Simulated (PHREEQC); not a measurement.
Solution (25 °C): 0.12 mol ZnSO4, 0.065 mol Na2SO4 and 0.078 mol MnSO4 per kg of water. Closed to the air; pH follows from the charge balance.

Computed with PHREEQC (ion-association model, wateq4f.dat).

Precipitation was switched off in this run.

What pH does the model give?

pH 5.72.

In which forms is Zn present?

ZnSO4 39 %, Zn+2 35 %, Zn(SO4)2-2 26 % of the Zn.
